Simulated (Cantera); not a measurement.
An isothermal, constant-pressure homogeneous reactor starts with 3.23 % C2H6, 96.8 % H2, at 1525 K and 2670 Pa.

Model: GRI-Mech 3.0 (53 species, 325 reactions), integrated in Cantera. GRI-Mech 3.0 stops at C3 and has no aromatics, soot or wall deposition, so with more carbon than oxygen in the feed, carbon stays in small species such as C2H2 where larger ones or solid carbon would form. Radical loss at walls, strong at low pressure, is not modelled.

One state of this run: x C2H6 = 0.0109; x H2 = 0.956; x C2H = 1.84e-9; x CH2 = 1.83e-6; x C2H4 = 0.00927; x CH3 = 0.00226; x CH4 = 0.0192. x: mole fraction; the columns are a selection and need not sum to one.

Q: Which value of t (s) does it belong to?
(A) 0.000118
(B) 0.000577
(C) 1.63
(D) 0.00283

A: B, 0.000577
